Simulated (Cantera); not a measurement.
## Thermodynamics of silicon nitride deposition, feed SiH₂Cl₂ + N₂

A closed system holds: 1 mol SiH₂Cl₂, 22 mol N₂, held at 0.0133 bar.

Cantera equilibrium calculation (NASA polynomials, part measured and part estimated; ideal gas, pure solids and liquids). Candidate condensed phases: NH₄Cl, Si, Si₃N₄; 28 gas species. N₂ is the only nitrogen source here; it is nearly inert below about 1500 K, so the nitride shown seldom forms there in practice. The tables' values for SiCl, SiCl₃, SiN are old estimates; treat these amounts as uncertain. Equilibrium is a limit: real reactors are often held back by kinetics, nucleation or transport.

```json
[
 {"T (K)": "950", "x N₂": "0.921", "x HCl": "0.0594", "x H₂": "0.0132", "x SiCl₂": "1.02e-7", "x SiCl₄": "0.00661", "x Si": "<1e-12", "x H": "5.54e-10", "x SiCl": "<1e-12", "n Si₃N₄(s)": "0.282", "n Si(l)": "0"},
 {"T (K)": "1050", "x N₂": "0.920", "x HCl": "0.0616", "x H₂": "0.0122", "x SiCl₂": "2.93e-6", "x SiCl₄": "0.00605", "x Si": "<1e-12", "x H": "7.75e-9", "x SiCl": "<1e-12", "n Si₃N₄(s)": "0.286", "n Si(l)": "0"},
 {"T (K)": "1150", "x N₂": "0.920", "x HCl": "0.0631", "x H₂": "0.0114", "x SiCl₂": "4.59e-5", "x SiCl₄": "0.00554", "x Si": "<1e-12", "x H": "6.89e-8", "x SiCl": "2.14e-12", "n Si₃N₄(s)": "0.289", "n Si(l)": "0"},
 {"T (K)": "1250", "x N₂": "0.919", "x HCl": "0.0639", "x H₂": "0.0109", "x SiCl₂": "0.000445", "x SiCl₄": "0.00482", "x Si": "<1e-12", "x H": "4.38e-7", "x SiCl": "1.95e-10", "n Si₃N₄(s)": "0.288", "n Si(l)": "0"},
 {"T (K)": "1350", "x N₂": "0.918", "x HCl": "0.0628", "x H₂": "0.0114", "x SiCl₂": "0.00269", "x SiCl₄": "0.00332", "x Si": "4.12e-11", "x H": "2.20e-6", "x SiCl": "8.45e-9", "n Si₃N₄(s)": "0.276", "n Si(l)": "0"},
 {"T (K)": "1450", "x N₂": "0.917", "x HCl": "0.0571", "x H₂": "0.0140", "x SiCl₂": "0.00896", "x SiCl₄": "0.00122", "x Si": "2.89e-9", "x H": "9.71e-6", "x SiCl": "1.82e-7", "n Si₃N₄(s)": "0.240", "n Si(l)": "0"},
 {"T (K)": "1550", "x N₂": "0.916", "x HCl": "0.0460", "x H₂": "0.0193", "x SiCl₂": "0.0170", "x SiCl₄": "0.000231", "x Si": "1.16e-7", "x H": "3.79e-5", "x SiCl": "2.15e-6", "n Si₃N₄(s)": "0.188", "n Si(l)": "0"},
 {"T (K)": "1650", "x N₂": "0.916", "x HCl": "0.0340", "x H₂": "0.0251", "x SiCl₂": "0.0241", "x SiCl₄": "3.50e-5", "x Si": "2.96e-6", "x H": "0.000125", "x SiCl": "1.67e-5", "n Si₃N₄(s)": "0.138", "n Si(l)": "0"},
 {"T (K)": "1750", "x N₂": "0.916", "x HCl": "0.0240", "x H₂": "0.0298", "x SiCl₂": "0.0294", "x SiCl₄": "5.37e-6", "x Si": "5.17e-5", "x H": "0.000348", "x SiCl": "9.73e-5", "n Si₃N₄(s)": "0.0963", "n Si(l)": "0"},
 {"T (K)": "1850", "x N₂": "0.916", "x HCl": "0.0187", "x H₂": "0.0318", "x SiCl₂": "0.0317", "x SiCl₄": "1.13e-6", "x Si": "0.000484", "x H": "0.000833", "x SiCl": "0.000379", "n Si₃N₄(s)": "0", "n Si(l)": "0.212"},
 {"T (K)": "1950", "x N₂": "0.913", "x HCl": "0.0194", "x H₂": "0.0309", "x SiCl₂": "0.0308", "x SiCl₄": "4.70e-7", "x Si": "0.00179", "x H": "0.00175", "x SiCl": "0.000864", "n Si₃N₄(s)": "0", "n Si(l)": "0.184"},
 {"T (K)": "2050", "x N₂": "0.908", "x HCl": "0.0197", "x H₂": "0.0297", "x SiCl₂": "0.0296", "x SiCl₄": "2.06e-7", "x Si": "0.00580", "x H": "0.00339", "x SiCl": "0.00180", "n Si₃N₄(s)": "0", "n Si(l)": "0.0789"}
]
```
x: gas mole fraction; n: condensed amount in mol.

From 950 K to 1750 K the condensed part is Si₃N₄(s). From 1850 K to 2050 K the condensed part is Si(l). The main Si-bearing gas is SiCl₄ at 950 K and SiCl₂ at 2050 K. The share of Si in condensed phases is highest at 1150 K (86.6 %) and lowest at 2050 K (7.9 %).
